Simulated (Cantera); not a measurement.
Premixed flame

A freely propagating, adiabatic, planar premixed flame of H2 : O2 : N2 : H2O = 0.77 : 0.208 : 0.783 : 0.17 (molar parts), unburnt at 500 K and 10.0 bar; mixture-averaged transport, grid criteria slope 0.08 and curve 0.16, no radiation.

Detailed kinetics in Cantera: the H2/O2 subset of GRI-Mech 3.0, which has no nitrogen chemistry. The hydrogen kinetics of GRI-Mech 3.0 are dated; newer H2 mechanisms differ, most at raised pressure. Burning velocities carry a grid error of a few per cent, more on coarse grids.

| z (mm) | T (K) | u (m/s) | x H2 | x O2 | x H2O | x H2O2 | x OH | x O |
|---|---|---|---|---|---|---|---|---|
| -0.0711 | 500 | 3.81 | 0.399 | 0.108 | 0.0881 | <1e-8 | <1e-8 | <1e-8 |
| -0.0474 | 501 | 3.81 | 0.398 | 0.108 | 0.0882 | 2.41e-8 | <1e-8 | <1e-8 |
| -0.0356 | 503 | 3.81 | 0.396 | 0.108 | 0.0885 | 2.47e-7 | <1e-8 | 1.03e-8 |
| -0.0237 | 516 | 3.88 | 0.390 | 0.109 | 0.0900 | 3.26e-6 | <1e-8 | 1.19e-7 |
| -0.0119 | 670 | 4.84 | 0.357 | 0.110 | 0.105 | 0.000100 | 2.62e-5 | 7.99e-6 |
| -0.00593 | 997 | 6.99 | 0.317 | 0.0961 | 0.145 | 0.000225 | 0.000537 | 0.000129 |
| 0 | 1376 | 9.49 | 0.270 | 0.0679 | 0.207 | 9.19e-5 | 0.00122 | 0.000593 |
| 0.00593 | 1637 | 11.2 | 0.231 | 0.0381 | 0.265 | 1.08e-5 | 0.00208 | 0.000895 |
| 0.0119 | 1783 | 12.2 | 0.208 | 0.0187 | 0.301 | 4.65e-6 | 0.00273 | 0.000745 |
| 0.0237 | 1911 | 13.0 | 0.192 | 0.00415 | 0.329 | 1.82e-6 | 0.00305 | 0.000361 |
| 0.0474 | 1993 | 13.6 | 0.191 | 0.000455 | 0.337 | 5.78e-7 | 0.00252 | 0.000148 |
| 0.0949 | 2048 | 13.9 | 0.194 | 5.89e-5 | 0.340 | 2.16e-7 | 0.00163 | 5.25e-5 |
| 0.190 | 2081 | 14.1 | 0.196 | 1.54e-5 | 0.342 | 7.84e-8 | 0.000921 | 1.55e-5 |
x: mole fraction of selected species; z is measured from the peak of heat release.

```json
{
  "laminar_burning_velocity": "381 cm/s",
  "thermal_thickness": "0.0237 mm",
  "peak x(H2O2)": "0.000225",
  "peak x(OH)": "0.00305",
  "peak x(O)": "0.000895",
  "grid_points": "113"
}
```
